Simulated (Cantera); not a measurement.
An isothermal, constant-pressure homogeneous reactor starts with N2O : O2 = 1 : 1 (molar parts), at 1225 K and 100000 Pa. Integrator tolerance rtol = 1e-08.

Model: GRI-Mech 3.0 (53 species, 325 reactions), integrated in Cantera. GRI-Mech 3.0 was tuned for natural gas; its chemistry of N2O as a main component is partial and can be far from experiment. The mechanism lacks the step 2 NO + O2 → 2 NO2, which can matter for NO2 below about 1400 K. The temperature is held fixed by assumption; the heat of reaction is taken as removed at once.

Task: What does this change do: temperature 1225 to 1150 K?

Result: 
```tsv
quantity	before	after
x(N2O) at 10.0 s	0.00147 (gas-phase equilibrium 1.40e-8)	0.0767 (gas-phase equilibrium 8.20e-9)
x(O2) at 10.0 s	0.583 (gas-phase equilibrium 0.600)	0.573 (gas-phase equilibrium 0.600)
x(NO2) at 10.0 s	0.000668 (gas-phase equilibrium 7.22e-6)	0.000301 (gas-phase equilibrium 5.82e-6)
x(N2) at 10.0 s	0.382 (gas-phase equilibrium 0.400)	0.327 (gas-phase equilibrium 0.400)
x(NO) at 10.0 s	0.0327 (gas-phase equilibrium 0.000285)	0.0228 (gas-phase equilibrium 0.000159)
x(O) at 10.0 s	5.05e-8 (gas-phase equilibrium 3.28e-8)	2.29e-7 (gas-phase equilibrium 6.48e-9)
```
